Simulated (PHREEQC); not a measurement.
A solution holds 180 mmol/kgw MgSO4 and 0.045 mmol/kgw Na2SO4, at 25 °C. Closed to the air; pH follows from the charge balance.

The numbers come from PHREEQC with the ion-association model, phreeqc.dat.

Each row changes one thing in this solution. This is a speciation only: nothing precipitates in the calculation.

```
case                                      pH  ionic strength (mol/kgw)  MgSO4 (mol/kgw)  SO4-2 (mol/kgw)  Mg+2 (mol/kgw)  Na+ (mol/kgw)
--------------------------------------  ----  ------------------------  ---------------  ---------------  --------------  -------------
as made                                 6.73                     0.311            0.102           0.0778          0.0777        8.20e-5
Na2SO4 from 4.5e-05 to 0.00045 mol/kgw  6.73                     0.312            0.102           0.0780          0.0777       0.000820
diluted 100-fold with water             6.95                   0.00607         0.000283          0.00152         0.00152        8.95e-7
0.0082 mol/kgw KCl added                6.73                     0.321            0.101           0.0778          0.0786        8.21e-5
temperature from 25 to 90 °C            6.03                     0.174            0.137           0.0435          0.0435        8.33e-5
diluted 10-fold with water              6.85                    0.0446          0.00685           0.0112          0.0112        8.77e-6
0.052 mol/kgw NaHS added                9.12                     0.374           0.0973           0.0784          0.0825         0.0477
```

Species that the database lacks are ignored. Constants without temperature data keep their 25 °C values here.
